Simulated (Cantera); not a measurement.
What does this Cantera script print?

```python
import numpy as np
import cantera as ct

gas_names = """
    CL CL2 H HCL H2 N NH NH2 NH3 N2 N2H2 N2H4 Si SiCL SiCL2 SiCL3 SiCL4 SiH SiHCL3 SiH2 SiH2CL2 SiH3
    SiH3CL SiH4 SiN Si2 Si2N Si3
""".split()
cond_names = """
    NH4CL(a) NH4CL(b) Si(cr) Si(L) Si3N4(a)
""".split()


# ... load() reads the species with a 1 bar reference pressure and builds the phases ...
atoms = {
    'SiCl4': {'Si': 1, 'CL': 4},
    'HCl': {'H': 1, 'CL': 1},
    'N2': {'N': 2},
}
top_T = {'Si3N4(a)': 2400}  # K; cautious upper limits of use, not melting points


# ... equilibrate(T, P, feed) seeds the gas with the atoms and calls Mixture.equilibrate('TP', solver="vcs", rtol=1e-11, max_steps=5000) ...
results = []
feed = {'SiCl4': 1, 'HCl': 0.29, 'N2': 15}  # mol
P = 1200  # Pa
for T in [800, 875, 950, 1025, 1100, 1175, 1250, 1325, 1400, 1475, 1550, 1625]:
    mix = equilibrate(T, P, feed)
    results.append((T, P, feed, dict(zip(mix.species_names, mix.species_moles))))

top = {s: max(r[3][s] / sum(r[3][g] for g in gas_names) for r in results) for s in gas_names}
cols = sorted((s for s in top if top[s] > 1e-06), key=lambda s: -top[s])[:9]
seen = [c for c in cond_names if any(r[3].get(c, 0) > 1e-12 for r in results)]
print("log10 of partial pressures in bar; condensed amounts in mol")
print(f"{'T/K':>10s}" + "".join(f"{s[:9]:>10s}" for s in cols + seen))
for T, P, feed, n in results:
    ng = sum(n[g] for g in gas_names)
    print(f"{T:10.4g}" + "".join(f"{np.log10(max(n[s] / ng * P / 1e5, 1e-99)):10.3f}" for s in cols)
          + "".join(f"{n.get(c, 0):10.4g}" for c in seen))
```

Output:

```
log10 of partial pressures in bar; condensed amounts in mol
       T/K        N2     SiCL4       HCL        CL     SiCL3     SiCL2       CL2
       800    -1.957    -3.133    -3.670   -10.151   -10.708   -16.238   -10.244
       875    -1.957    -3.133    -3.670    -9.213    -9.443   -13.990    -9.753
       950    -1.957    -3.133    -3.670    -8.380    -8.421   -12.187    -9.255
      1025    -1.957    -3.133    -3.670    -7.618    -7.600   -10.747    -8.732
      1100    -1.957    -3.133    -3.670    -6.939    -6.913    -9.550    -8.239
      1175    -1.957    -3.133    -3.670    -6.340    -6.321    -8.519    -7.797
      1250    -1.957    -3.134    -3.670    -5.810    -5.804    -7.618    -7.405
      1325    -1.957    -3.136    -3.671    -5.337    -5.349    -6.828    -7.051
      1400    -1.957    -3.140    -3.671    -4.911    -4.952    -6.135    -6.729
      1475    -1.958    -3.151    -3.671    -4.523    -4.605    -5.529    -6.430
      1550    -1.959    -3.172    -3.673    -4.169    -4.309    -5.000    -6.154
      1625    -1.962    -3.213    -3.676    -3.848    -4.061    -4.543    -5.906
```

These are equilibrium values from Cantera (NASA tables, ideal gas, pure condensed phases), not measurements of a reactor. The tables' values for SiCl3 are old estimates; treat these amounts as uncertain.
